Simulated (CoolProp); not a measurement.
Model: reference Helmholtz-energy equation of state, Thol 2022, in CoolProp.

Problem. Give the vapour pressure (bar), liquid density (kg/m³), vapour density (kg/m³), enthalpy of vaporisation (kJ/kg) of saturated vinyl chloride at 23.65, 60.15, 72.25 °C.

Solution. 
```csv
T (°C),p (bar),liquid density (kg/m³),vapour density (kg/m³),enthalpy of vaporisation (kJ/kg)
23.65,3.79,902,10.4,323
60.15,10.0,829,26.4,287
72.25,13.2,802,34.8,273
```
